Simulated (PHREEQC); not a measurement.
## Ultrapure water in contact with air or piping

Synthetic water in mg/L, 54 °C, pH 6.59, pe 12.7: Na 0.275; K 0.00786; Ca 0.289; Mg 0.132; Cl 0.364; S(6) as SO4 0.892; Alkalinity as HCO3 0.595; Cu(2) 0.045; Zn 0.000591; O(0) (dissolved oxygen) 0.0133; Pb 0.0115; Sr 0.0297; Li 0.00162.

Valence states are taken as typed.

All values are PHREEQC results (ion-association model, phreeqc.dat), not measurements.

No solid was allowed to form.

Problem. What charge-balance error does the model give?

Solution. charge-balance error 1.7 %.

Problem. In which forms is Pb present?

Solution. Pb+2 89 %, PbOH+ 6.5 %, PbCO3 3.7 %, PbHCO3+ 0.6 % of the Pb.

Species that the database lacks are ignored. Constants without temperature data keep their 25 °C values here. The database's constant for dissolved Cu(OH)2 is higher than later reviews accept.
